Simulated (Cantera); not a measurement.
A perfectly stirred reactor is fed with 8.68 % H2, 91.3 % O2, equivalence ratio 0.048, at 0.0385 atm; it is held at 950 K, and followed from long to short residence time.

Computed with Cantera and the H2/O2 subset of GRI-Mech 3.0, which has no nitrogen chemistry. Radical loss at walls, strong at low pressure, is not modelled. The temperature is held fixed by assumption; the heat of reaction is taken as removed at once.

x: mole fraction; the columns are a selection and need not sum to one.

```json
[
 {"τ (s)": "0.97", "x H2": "0.000867", "x O2": "0.909", "x HO2": "8.79e-6", "x O": "0.000269", "x H2O2": "4.26e-7"},
 {"τ (s)": "0.43", "x H2": "0.00136", "x O2": "0.909", "x HO2": "1.18e-5", "x O": "0.000433", "x H2O2": "5.25e-7"},
 {"τ (s)": "0.19", "x H2": "0.00212", "x O2": "0.909", "x HO2": "1.54e-5", "x O": "0.000688", "x H2O2": "6.40e-7"},
 {"τ (s)": "0.085", "x H2": "0.00326", "x O2": "0.908", "x HO2": "1.94e-5", "x O": "0.00107", "x H2O2": "7.67e-7"},
 {"τ (s)": "0.038", "x H2": "[?]", "x O2": "0.907", "x HO2": "[?]", "x O": "[?]", "x H2O2": "[?]"},
 {"τ (s)": "0.017", "x H2": "0.00753", "x O2": "0.906", "x HO2": "2.70e-5", "x O": "0.00249", "x H2O2": "1.03e-6"},
 {"τ (s)": "0.0075", "x H2": "[?]", "x O2": "0.905", "x HO2": "2.98e-5", "x O": "[?]", "x H2O2": "1.15e-6"},
 {"τ (s)": "0.0033", "x H2": "0.0173", "x O2": "0.902", "x HO2": "3.11e-5", "x O": "0.00533", "x H2O2": "1.21e-6"},
 {"τ (s)": "0.0015", "x H2": "0.0259", "x O2": "0.899", "x HO2": "3.06e-5", "x O": "0.00702", "x H2O2": "1.19e-6"}
]
```

Question: Complete the blanks.

Answer: 
- 0.038, x H2: 0.00497
- 0.038, x HO2: 2.34e-5
- 0.038, x O: 0.00164
- 0.038, x H2O2: 9.01e-7
- 0.0075, x H2: 0.0114
- 0.0075, x O: 0.00371
